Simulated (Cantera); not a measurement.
What does this Cantera script print?

```python
import numpy as np
import cantera as ct

gas_names = """
    C CH CH2 CH3 CH4 CN C2 C2H C2H2,acetylene C2H2,vinylidene C2H3,vinyl CH3CN C2H4 C2H5 C2H6 CCN CNC
    C2N2 C3 C3H3,propargyl C3H4,allene C3H4,propyne C3H4,cyclo- C3H5,allyl C3H6,propylene C3H6,cyclo-
    C3H7,n-propyl C3H7,i-propyl C3H8 C4 C4H2 C4H4,1,3-cyclo- C4H6,butadiene C4H6,2-butyne C4H6,cyclo-
    C4H8,1-butene C4H8,cis2-buten C4H8,tr2-butene C4H8,isobutene C4H8,cyclo- C4H9,n-butyl C4H9,i-butyl
    C4H9,s-butyl C4H9,t-butyl C4H10,isobutane C4H10,n-butane C4N2 C5 C5H6,1,3cyclo- C5H8,cyclo-
    C5H10,1-pentene C5H10,cyclo- C5H11,pentyl C5H11,t-pentyl C5H12,n-pentane C5H12,i-pentane
    CH3C(CH3)2CH3 C6H2 C6H5,phenyl C6H6 C6H10,cyclo- C6H12,1-hexene C6H12,cyclo- C6H13,n-hexyl
    C7H7,benzyl C7H8 C7H14,1-heptene C7H15,n-heptyl C7H16,n-heptane C8H8,styrene C8H10,ethylbenz
    C8H16,1-octene C8H17,n-octyl C8H18,isooctane C8H18,n-octane C9H19,n-nonyl C10H8,naphthale
    C10H21,n-decyl C12H9,o-bipheny C12H10,bipheny H HCN HCCN HNC H2 N NH NH2 NH3 N2 N2H2 N2H4
""".split()
cond_names = """
    C(gr) C6H6(L) C7H8(L) C8H18(L),n-octa
""".split()


def load(file, names, dense=False):
    # The tables refer to 1 bar. Condensed volumes are neglected.
    table = {s.name: s for s in ct.Species.list_from_file(file)}
    out = []
    for n in names:
        d = dict(table[n].input_data)
        d["thermo"] = dict(d["thermo"], **{"reference-pressure": 1e5})
        if dense:
            d["equation-of-state"] = {"model": "constant-volume", "density": "1e6 g/cm^3"}
        out.append(ct.Species.from_dict(d))
    return out


gas = ct.Solution(thermo="ideal-gas", species=load("nasa_gas.yaml", gas_names))
cond = {s.name: ct.Solution(thermo="fixed-stoichiometry", species=[s], name=s.name)
        for s in load("nasa_condensed.yaml", cond_names, dense=True)}
atoms = {
    'C2H2': {'C': 2, 'H': 2},
    'NH3': {'N': 1, 'H': 3},
    'N2': {'N': 2},
}
top_T = {'C(gr)': 4500}  # K; cautious upper limits of use, not melting points


def equilibrate(T, P, feed):
    n = {}
    for name, mol in feed.items():
        for a, k in atoms[name].items():
            n[a] = n.get(a, 0.0) + k * mol
    gas.TPX = T, P, n
    mass = sum(n.values()) * gas.mean_molecular_weight
    gas.equilibrate("TP")
    valid = [c for c in cond.values() if c.min_temp <= T <= top_T.get(c.name, c.max_temp)]
    mix = ct.Mixture([(gas, mass / gas.mean_molecular_weight)] + [(c, 0.0) for c in valid])
    mix.T, mix.P = T, P
    mix.equilibrate("TP", solver="vcs", rtol=1e-11, max_steps=5000)
    return mix


results = []
feed = {'C2H2': 1, 'NH3': 0.86, 'N2': 2.1}  # mol
T = 500  # K
P = 1100  # Pa
mix = equilibrate(T, P, feed)
results.append((T, P, feed, dict(zip(mix.species_names, mix.species_moles))))
x = sorted(zip(gas.X, gas.species_names), reverse=True)
print(f"T = {T:g} K  P = {P:g} Pa  gas = {mix.phase_moles(0):.4g} mol")
print("   x: " + "  ".join(f"{s} {v:.3e}" for v, s in x if v > 1e-05))
print("   condensed (mol): " + ("  ".join(f"{mix.phase(i).name} {mix.phase_moles(i):.4g}"
      for i in range(1, mix.n_phases) if mix.phase_moles(i) > 1e-12) or "none"))
```

Result:

```
T = 500 K  P = 1100 Pa  gas = 3.859 mol
   x: N2 6.556e-01  CH4 2.491e-01  H2 9.518e-02  NH3 8.301e-05
   condensed (mol): C(gr) 1.039
```

These are equilibrium values from Cantera (NASA tables, ideal gas, pure condensed phases), not measurements of a reactor.
